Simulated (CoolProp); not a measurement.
Vapour-liquid equilibrium of propane (1) + c-C4F8 (RC318) (2) at 0.38 MPa; x and y are mole fractions of (1).

Model: multi-fluid Helmholtz-energy mixture model, Lemmon 2009 and Platzer 1990; pair parameters Bell 2016, in CoolProp. This equation is an older, rougher fit; its heat capacities, sound speeds and derivatives of the liquid may be far off and weren't checked against measurements.

Give the bubble temperature and the first vapour's composition at x = 0.125, 0.2, 0.5. Is there an azeotrope?

x = 0.125: 286.9 K, y = 0.470; x = 0.2: 280.3 K, y = 0.605; x = 0.5: 269.6 K, y = 0.786. No azeotrope shows between x = 0.05 and 0.95.

Pair parameters are fitted to limited data, so mixtures are less certain than the pure fluids. With so large a gap from Raoult's law the liquid may split in two, which this calculation doesn't test in full.
